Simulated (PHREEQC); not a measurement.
A solution holds 0.015 mol/kgw NH4HF2, 0.09 mol/kgw H2SiF6, 4.1e-05 mol/kgw H3BO3 and 0.0005 mol/kgw H2SO4, at 25 °C. Closed to the air; pH follows from the charge balance.

Computed with PHREEQC (ion-association model, phreeqc.dat).

Problem. The ionic strength comes out as 0.271 mol/kgw. What activity coefficients do SO4-2, HSO4-, HF2-, H+, NH4+ get?

Solution. SO4-2 0.26, HSO4- 0.74, HF2- 0.74, H+ 0.79, NH4+ 0.65.

No solid was allowed to form. SiF6-2 is the database's only silicon fluoride. Real BF4- forms and hydrolyses slowly; the run takes it at equilibrium.
